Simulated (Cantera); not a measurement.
An adiabatic, constant-volume homogeneous reactor starts with 8.19 % CH4, 2.78 % H2, 18.7 % O2, 70.4 % N2, equivalence ratio 0.95, at 1800 K and 1.38 atm.

Computed with Cantera and GRI-Mech 3.0 (53 species, 325 reactions). Above 3000 K some thermodynamic fits are extrapolated.

**Question.** Predict: time of steepest temperature rise; temperature at 1.00 s; equilibrium temperature; x(H2) at 1.00 s; x(O2) at 1.00 s; x(H2O) at 1.00 s; x(N2O) at 1.00 s.

**Answer.** 
```
Property                                                            Result
---------------------------------  ---------------------------------------
time of steepest temperature rise                                  45.3 µs
temperature at 1.00 s                                               3001 K
equilibrium temperature                                             3001 K
x(H2) at 1.00 s                      0.0244 (gas-phase equilibrium 0.0244)
x(O2) at 1.00 s                      0.0260 (gas-phase equilibrium 0.0260)
x(H2O) at 1.00 s                       0.136 (gas-phase equilibrium 0.136)
x(N2O) at 1.00 s                   1.26e-6 (gas-phase equilibrium 1.26e-6)
```
